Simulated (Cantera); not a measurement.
# Counterflow diffusion flame

A counterflow diffusion flame at 2.50 bar, nozzles 20 mm apart: fuel side H₂ = 1 (molar parts) at 500 K, oxidiser side O₂ : N₂ = 0.18 : 0.82 (molar parts) at 523 K, fuel mass flux 0.32 times the oxidiser's; mixture-averaged transport, no radiation.

Detailed kinetics in Cantera: the H2/O2 subset of GRI-Mech 3.0, which has no nitrogen chemistry. The hydrogen kinetics of GRI-Mech 3.0 are dated; newer H2 mechanisms differ, most at raised pressure. The maximum strain rate includes the flame's own expansion and is several times the mean.

```csv
oxidiser flux (kg/m²/s),max strain (1/s),mean strain (1/s),T max (K),peak x OH,peak x H,peak x H₂O,peak x HO₂
1.5,949,243,2473,0.0137,0.00834,0.257,3.40e-5
2,1260,324,2444,0.0139,0.00916,0.254,4.46e-5
2.5,1550,406,2435,0.0144,0.0100,0.253,5.28e-5
3.3,2050,535,2412,0.0148,0.0112,0.252,6.50e-5
4.3,2660,698,2385,0.0151,0.0124,0.250,7.85e-5
5.6,3440,909,2358,0.0153,0.0137,0.248,9.36e-5
7.3,4480,1180,2320,0.0154,0.0150,0.246,0.000109
9.4,5730,1530,2288,0.0155,0.0165,0.244,0.000125
```
x: mole fraction; the columns are a selection and need not sum to one.
